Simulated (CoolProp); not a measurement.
Model: reference Helmholtz-energy equation of state, Thol 2021, in CoolProp.

Question: Give the vapour pressure (bar), liquid density (kg/m³), vapour density (kg/m³), enthalpy of vaporisation (kJ/kg) of saturated chlorine at 209.7, 261.1 K.

Answer: 
| T (K) | p (bar) | liquid density (kg/m³) | vapour density (kg/m³) | enthalpy of vaporisation (kJ/kg) |
|---|---|---|---|---|
| 209.7 | 0.224 | 1640 | 0.920 | 303 |
| 261.1 | 2.43 | 1500 | 8.34 | 274 |
